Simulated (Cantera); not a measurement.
Charge: 1 mol SiC, 0.053 mol CO₂, 60 mol N₂, 0.49 mol O₂, held at 1.10 Pa.

Equilibrium computed with Cantera from the NASA thermochemical tables; the gas is ideal and each condensed phase is pure. Candidate condensed phases: C, Si, SiC, SiO₂, Si₂N₂O, Si₃N₄; 34 gas species. Rates play no part. All values below are at 1250 °C.

Base state: N₂ 0.982, CO 0.00945, SiO 0.00832, Si 0.000264 (mole fractions); condensed: SiC(s).

Q: What changes in the equilibrium state with this change: O₂ from 0.49 to 0.0054 mol?

A: 
```csv
species,before,after
N₂,0.982,0.998
CO,0.00945,0.00149
SiO,0.00832,0.000453
Si,0.000264,0.000155
"SiC(s), mol",0.475,0.963
```
